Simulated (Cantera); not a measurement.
Charge: 1 mol MgCO3, 1.5 mol H2S, 1.1 mol O2, equilibrated at 1275 K and 0.0900 bar.

Equilibrium computed with Cantera from the NASA thermochemical tables; the gas is ideal and each condensed phase is pure. Candidate condensed phases: C, C6H6, C7H8, C8H18, H2O, H2SO4, Mg, MgCO3, MgO, Mg(OH)2, MgS, MgSO4, S; 130 gas species. Gases not in the tables: S3 to S7. Equilibrium is a limit: real reactors are often held back by kinetics, nucleation or transport.

Base state: H2O 0.388, CO2 0.267, SO2 0.137, S2 0.132, H2S 0.0287, CO 0.0230, H2 0.0201, S2O 0.00234 (mole fractions); condensed: MgO(s).

What changes in the equilibrium state with this change: H2S from 1.5 to 3.2 mol?


| species | before | after |
|---|---|---|
| H2O | 0.388 | 0.399 |
| S2 | 0.132 | 0.219 |
| CO2 | 0.267 | 0.141 |
| SO2 | 0.137 | 0.0187 |
| H2S | 0.0287 | 0.117 |
| H2 | 0.0201 | 0.0634 |
| CO | 0.0230 | 0.0374 |
| SO | 0.000629 | 0.000264 |
| SH | 0.000292 | 0.000667 |
| COS | 0.00106 | 0.00221 |
| S2O | 0.00234 | 0.00127 |
| MgO(s), mol | 1.00 | 1.00 |
